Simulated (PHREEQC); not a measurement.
Consider water at 20 °C with 0.27 mol/kgw ZnSO4 and 0.074 mol/kgw H2SO4. Closed to the air; pH follows from the charge balance.

Computed with PHREEQC (ion-association model, phreeqc.dat).

```json
[
 {"quantity": "pH", "before": "1.33", "after": "1.12"},
 {"quantity": "ionic strength (mol/kgw)", "before": "0.603", "after": "0.110"},
 {"quantity": "HSO4- (mol/kgw)", "before": "0.0866", "after": "0.0559"},
 {"quantity": "SO4-2 (mol/kgw)", "before": "0.0819", "after": "0.0181"}
]
```

Task: Which change was made?
(A) temperature from 20 to 50 °C
(B) H2SO4 replaced by Fe2(SO4)3 at the same molality
(C) H2SO4 from 0.074 to 0.111 mol/kgw
(D) ZnSO4 left out
(E) 0.17 mol/kgw HNO3 added

Result: D, ZnSO4 left out

Precipitation was switched off in this run.
